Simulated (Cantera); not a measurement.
A closed system holds: 1 mol BN, 2.7 mol O2, held at 1573.15 K and 12.0 Pa.

Equilibrium computed with Cantera from the NASA thermochemical tables; the gas is ideal and each condensed phase is pure. Candidate condensed phases: B, BN, B2O3; 17 gas species. The numbers say what is thermodynamically allowed, not how fast it happens.

Base state: O2 0.654, N2 0.168, B2O3 0.162, BO2 0.0135, NO 0.00140, O 0.000773 (mole fractions); condensed: gas only.

### Question
What changes in the equilibrium state with this change: BN replaced by AlN?

### Answer
| species | before | after |
|---|---|---|
| O2 | 0.654 | 0.794 |
| N2 | 0.168 | 0.203 |
| NO | 0.00140 | 0.00170 |
| B2O3 | 0.162 | 0 |
| BO2 | 0.0135 | 0 |
| O | 0.000773 | 0.000851 |
| Al2O3(s), mol | 0 | 0.500 |
Further candidate phases: Al, AlN, Al2O3.
